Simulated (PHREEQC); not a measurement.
Make-up at 25 °C: 0.0053 mol NH4HF2, 3.4e-05 mol H2SiF6, 4.8e-05 mol HBF4 and 0.00013 mol H2SO4 per kg of water. Closed to the air; pH follows from the charge balance.

Model: ion-association model, phreeqc.dat, run in PHREEQC.

Each row changes one thing in this solution. No solid was allowed to form.

```json
[
 {"case": "as made", "pH": "3.19", "ionic strength (mol/kgw)": "0.00614", "F- (mol/kgw)": "0.00552", "HF (mol/kgw)": "0.00488", "SO4-2 (mol/kgw)": "0.000118", "HF2- (mol/kgw)": "0.000103", "SI of Quartz (SiO2)": "-4.27"},
 {"case": "NH4HF2 left out", "pH": "3.32", "ionic strength (mol/kgw)": "0.000613", "F- (mol/kgw)": "0.000234", "HF (mol/kgw)": "0.000162", "SO4-2 (mol/kgw)": "0.000125", "HF2- (mol/kgw)": "1.45e-7", "SI of Quartz (SiO2)": "-0.49"},
 {"case": "HBF4 from 4.8e-05 to 5.28e-05 mol/kgw", "pH": "3.19", "ionic strength (mol/kgw)": "0.00614", "F- (mol/kgw)": "0.00552", "HF (mol/kgw)": "0.00489", "SO4-2 (mol/kgw)": "0.000118", "HF2- (mol/kgw)": "0.000103", "SI of Quartz (SiO2)": "-4.27"},
 {"case": "H2SO4 from 0.00013 to 0.0013 mol/kgw", "pH": "2.91", "ionic strength (mol/kgw)": "0.00775", "F- (mol/kgw)": "0.00391", "HF (mol/kgw)": "0.00650", "SO4-2 (mol/kgw)": "0.00114", "HF2- (mol/kgw)": "9.76e-5", "SI of Quartz (SiO2)": "-4.48"},
 {"case": "H2SO4 from 0.00013 to 0.00065 mol/kgw", "pH": "[?]", "ionic strength (mol/kgw)": "0.00683", "F- (mol/kgw)": "0.00476", "HF (mol/kgw)": "0.00564", "SO4-2 (mol/kgw)": "0.000584", "HF2- (mol/kgw)": "0.000103", "SI of Quartz (SiO2)": "-4.40"},
 {"case": "H2SiF6 from 3.4e-05 to 1.7e-05 mol/kgw", "pH": "3.20", "ionic strength (mol/kgw)": "0.00611", "F- (mol/kgw)": "0.00555", "HF (mol/kgw)": "0.00486", "SO4-2 (mol/kgw)": "0.000118", "HF2- (mol/kgw)": "0.000103", "SI of Quartz (SiO2)": "-4.57"},
 {"case": "H2SO4 from 0.00013 to 0.00026 mol/kgw", "pH": "3.16", "ionic strength (mol/kgw)": "0.00631", "F- (mol/kgw)": "0.00532", "HF (mol/kgw)": "0.00508", "SO4-2 (mol/kgw)": "0.000236", "HF2- (mol/kgw)": "0.000104", "SI of Quartz (SiO2)": "-4.31"},
 {"case": "H2SiF6 from 3.4e-05 to 6.8e-05 mol/kgw", "pH": "3.18", "ionic strength (mol/kgw)": "0.00619", "F- (mol/kgw)": "0.00547", "HF (mol/kgw)": "0.00494", "SO4-2 (mol/kgw)": "0.000118", "HF2- (mol/kgw)": "0.000103", "SI of Quartz (SiO2)": "-3.98"},
 {"case": "H2SiF6 from 3.4e-05 to 0.00034 mol/kgw", "pH": "[?]", "ionic strength (mol/kgw)": "0.00658", "F- (mol/kgw)": "0.00505", "HF (mol/kgw)": "0.00535", "SO4-2 (mol/kgw)": "0.000117", "HF2- (mol/kgw)": "0.000104", "SI of Quartz (SiO2)": "-3.36"}
]
```

**Question.** What belongs in the gaps?

**Answer.** 
- H2SO4 from 0.00013 to 0.00065 mol/kgw, pH: 3.06
- H2SiF6 from 3.4e-05 to 0.00034 mol/kgw, pH: 3.11

SiF6-2 is the database's only silicon fluoride. Real BF4- forms and hydrolyses slowly; the run takes it at equilibrium.
